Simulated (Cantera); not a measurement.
# Transport properties of process gases

Gas mixture: C3H8 : CO2 = 0.57 : 0.063 (molar parts), at 9.87 atm, frozen composition.

Cantera's kinetic-theory transport with the Lennard-Jones parameters of GRI-Mech 3.0, ideal gas; thermal conductivity in the mixture-averaged form. The composition is frozen, though it would react at the higher temperatures.

```json
[
 {"T (K)": "400", "ρ (kg/m³)": "13.3", "cp (J/kg/K)": "2015", "μ (µPa s)": "11.5", "λ (mW/m/K)": "30.1", "Pr": "0.769", "D (cm²/s) NH3": "0.0208", "D (cm²/s) N2": "0.0202", "D (cm²/s) NO": "0.0198"},
 {"T (K)": "550", "ρ (kg/m³)": "9.64", "cp (J/kg/K)": "2571", "μ (µPa s)": "15.2", "λ (mW/m/K)": "50.5", "Pr": "0.775", "D (cm²/s) NH3": "0.0385", "D (cm²/s) N2": "0.0355", "D (cm²/s) NO": "0.0347"},
 {"T (K)": "700", "ρ (kg/m³)": "7.58", "cp (J/kg/K)": "3028", "μ (µPa s)": "18.5", "λ (mW/m/K)": "71.7", "Pr": "0.781", "D (cm²/s) NH3": "0.0605", "D (cm²/s) N2": "0.0539", "D (cm²/s) NO": "0.0528"},
 {"T (K)": "850", "ρ (kg/m³)": "6.24", "cp (J/kg/K)": "3391", "μ (µPa s)": "21.5", "λ (mW/m/K)": "92.8", "Pr": "0.786", "D (cm²/s) NH3": "0.0864", "D (cm²/s) N2": "0.0751", "D (cm²/s) NO": "0.0736"},
 {"T (K)": "1000", "ρ (kg/m³)": "5.30", "cp (J/kg/K)": "3689", "μ (µPa s)": "24.2", "λ (mW/m/K)": "113", "Pr": "0.790", "D (cm²/s) NH3": "0.116", "D (cm²/s) N2": "0.0989", "D (cm²/s) NO": "0.0969"},
 {"T (K)": "1150", "ρ (kg/m³)": "4.61", "cp (J/kg/K)": "3905", "μ (µPa s)": "26.8", "λ (mW/m/K)": "133", "Pr": "0.786", "D (cm²/s) NH3": "0.148", "D (cm²/s) N2": "0.125", "D (cm²/s) NO": "0.123"},
 {"T (K)": "1300", "ρ (kg/m³)": "4.08", "cp (J/kg/K)": "4093", "μ (µPa s)": "29.2", "λ (mW/m/K)": "152", "Pr": "0.786", "D (cm²/s) NH3": "0.184", "D (cm²/s) N2": "0.154", "D (cm²/s) NO": "0.151"}
]
```
D: mixture-averaged diffusion coefficient of that species in the mixture.
